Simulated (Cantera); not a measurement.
An adiabatic, constant-volume homogeneous reactor starts with CH₄ : C₂H₆ : C₃H₈ : O₂ : N₂ = 1 : 0.034 : 0.038 : 1.44 : 8.08 (molar parts), equivalence ratio 1.6, at 1050 K and 1.00 bar. Integrator tolerance rtol = 1e-08.

Cantera simulation using GRI-Mech 3.0 (53 species, 325 reactions); the numbers are that mechanism's predictions, not measurements.

Question: What does this change do: initial temperature 1050 to 1450 K?

Answer: 
```csv
quantity,before,after
time of steepest temperature rise,0.222 s,0.655 ms
temperature at 2.00 s,2428 K,2693 K
equilibrium temperature,2428 K,2693 K
x(CH₄) at 2.00 s,6.21e-12 (gas-phase equilibrium 7.01e-12),1.36e-12 (gas-phase equilibrium 1.55e-12)
x(C₂H₆) at 2.00 s,<1e-12 (gas-phase equilibrium <1e-12),<1e-12 (gas-phase equilibrium <1e-12)
x(C₃H₈) at 2.00 s,<1e-12 (gas-phase equilibrium <1e-12),<1e-12 (gas-phase equilibrium <1e-12)
x(HCO) at 2.00 s,9.67e-8 (gas-phase equilibrium 9.67e-8),1.83e-7 (gas-phase equilibrium 1.83e-7)
x(N₂O) at 2.00 s,1.58e-8 (gas-phase equilibrium 1.58e-8),8.43e-8 (gas-phase equilibrium 8.43e-8)
```
